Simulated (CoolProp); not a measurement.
Vapour-liquid equilibrium of cyclohexane (1) + toluene (2) at 1520 kPa; x and y are mole fractions of (1).

Model: multi-fluid Helmholtz-energy mixture model, Zhou 2014 and Lemmon 2006; pair parameters Bell 2016, in CoolProp.

### Question
Give the bubble temperature and the first vapour's composition at x = 0.45, 0.65, 0.85. Is there an azeotrope?

### Answer
x = 0.45: 222.8 °C, y = 0.549; x = 0.65: 216.4 °C, y = 0.724; x = 0.85: 211.1 °C, y = 0.883. No azeotrope shows between x = 0.05 and 0.95.

The pair parameters rest on a limited set of measurements; away from them the model extrapolates.
